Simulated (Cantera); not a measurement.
Charge: 1 mol Fe3O4, 5.3 mol CH4, 0.42 mol N2, held at 2100 K and 6.20 mbar.

Cantera equilibrium calculation (NASA polynomials, part measured and part estimated; ideal gas, pure solids and liquids). Kinetics and transport are ignored.

```json
[
 {"species": "H2", "before": "0.563", "after": "0.367"},
 {"species": "H", "before": "0.0297", "after": "0.266"},
 {"species": "CO", "before": "0.219", "after": "0.192"},
 {"species": "N2", "before": "0.0217", "after": "0.0163"},
 {"species": "Fe", "before": "0.164", "after": "0.144"},
 {"species": "C2", "before": "4.00e-9", "after": "2.32e-5"},
 {"species": "C3", "before": "4.66e-8", "after": "0.000249"},
 {"species": "C", "before": "3.82e-8", "after": "7.30e-5"},
 {"species": "C2H", "before": "1.11e-6", "after": "0.000328"},
 {"species": "CN", "before": "3.66e-6", "after": "0.000306"},
 {"species": "C4H2", "before": "4.75e-7", "after": "3.28e-5"},
 {"species": "C(graphite), mol", "before": "1.22", "after": "0.880"}
]
```
Gas species are given as mole fractions.

Problem. Name the change that produced these shifts.
(A) pressure from 6.20 mbar to 1.50 mbar
(B) Fe3O4 replaced by Fe2O3
(C) temperature from 2100 K to 1073.15 K
(D) temperature from 2100 K to 2575 K

Solution. D, temperature from 2100 K to 2575 K
